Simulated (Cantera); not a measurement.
Charge: 1 mol C3H6, 6.5 mol H2, at 723.15 K and 18.0 Pa.

These are equilibrium values from Cantera (NASA tables, ideal gas, pure condensed phases), not measurements of a reactor. Candidate condensed phases: C, C6H6, C7H8, C8H18; 76 gas species. The numbers say what is thermodynamically allowed, not how fast it happens.

Base state: H2 0.999, CH4 0.000956 (mole fractions); condensed: C(graphite).

What changes in the equilibrium state with this change: pressure from 18.0 Pa to 31000 Pa?


```tsv
species	before	after
H2	0.999	0.538
CH4	0.000956	0.462
C(graphite), mol	2.99	0
```

What changes in the equilibrium state with this change: temperature from 723.15 K to 2050 K?


```csv
species,before,after
H2,0.999,0.844
H,<1e-9,0.155
C2H2 (acetylene),<1e-9,0.000896
CH4,0.000956,4.78e-8
"C(graphite), mol",2.99,2.98
```
